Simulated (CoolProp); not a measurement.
Vapour-liquid equilibrium of n-heptane (1) + p-xylene (2) at 0.271 MPa; x and y are mole fractions of (1).

Computed with CoolProp (multi-fluid Helmholtz-energy mixture model, Span 2003 and Zhou 2012; pair parameters Bell 2016).

```json
[
 {"x": "0.05", "bubble temperature, mixture model (°C)": "175.1", "bubble temperature, Raoult's law (°C)": "176.0", "y, mixture model": "0.125", "y, Raoult's law": "0.117"},
 {"x": "0.15", "bubble temperature, mixture model (°C)": "167.9", "bubble temperature, Raoult's law (°C)": "169.8", "y, mixture model": "0.321", "y, Raoult's law": "0.312"},
 {"x": "0.25", "bubble temperature, mixture model (°C)": "162.0", "bubble temperature, Raoult's law (°C)": "164.3", "y, mixture model": "0.466", "y, Raoult's law": "0.465"},
 {"x": "0.35", "bubble temperature, mixture model (°C)": "157.0", "bubble temperature, Raoult's law (°C)": "159.3", "y, mixture model": "0.578", "y, Raoult's law": "0.588"},
 {"x": "0.45", "bubble temperature, mixture model (°C)": "152.7", "bubble temperature, Raoult's law (°C)": "154.8", "y, mixture model": "0.670", "y, Raoult's law": "0.687"},
 {"x": "0.55", "bubble temperature, mixture model (°C)": "149.0", "bubble temperature, Raoult's law (°C)": "150.6", "y, mixture model": "0.746", "y, Raoult's law": "0.769"},
 {"x": "0.65", "bubble temperature, mixture model (°C)": "145.6", "bubble temperature, Raoult's law (°C)": "146.9", "y, mixture model": "0.812", "y, Raoult's law": "0.836"},
 {"x": "0.75", "bubble temperature, mixture model (°C)": "142.6", "bubble temperature, Raoult's law (°C)": "143.4", "y, mixture model": "0.871", "y, Raoult's law": "0.893"},
 {"x": "0.85", "bubble temperature, mixture model (°C)": "139.8", "bubble temperature, Raoult's law (°C)": "140.2", "y, mixture model": "0.925", "y, Raoult's law": "0.941"},
 {"x": "0.95", "bubble temperature, mixture model (°C)": "137.1", "bubble temperature, Raoult's law (°C)": "137.2", "y, mixture model": "0.976", "y, Raoult's law": "0.982"}
]
```

The largest gap from Raoult's law is -2.3 K in bubble temperature, at x = 0.35. No azeotrope shows between x = 0.05 and 0.95.

The pair parameters rest on a limited set of measurements; away from them the model extrapolates.
